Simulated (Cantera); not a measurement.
A closed system holds: 1 mol FeS, 0.59 mol H2, 0.054 mol H2O, equilibrated at 1248.15 K and 72.0 Pa.

Method: chemical equilibrium by Gibbs-energy minimisation in Cantera with the NASA 1993 tables (ideal gas, pure condensed phases). Candidate condensed phases: Fe, FeO, Fe(OH)2, Fe(OH)3, FeS, FeSO4, FeS2, Fe2O3, Fe2(SO4)3, Fe3O4, H2O, H2SO4, S; 22 gas species. Mutual solubility and eutectic melting of coexisting phases are not modelled. FeS: taken at fixed stoichiometry. Gases not in the tables: S3 to S7. Rates play no part.

**Question.** What is the equilibrium state?

**Answer.** 
```
Item                                         Value
-------------------------------------  -----------
x(H2)                                        0.911
x(H2O)                                      0.0838
x(H2S)                                     0.00500
x(S2)                                     0.000169
x(SH)                                      6.05e-5
x(H)                                       1.67e-5
n(Fe(γ))                               0.00348 mol
n(FeS(s))                                0.997 mol
gas amount                              0.6441 mol
log10 activity of S(l) (absent)              -4.34
log10 activity of Fe(OH)2(s) (absent)       -10.03
log10 activity of Fe(OH)3(s) (absent)       -17.48
```
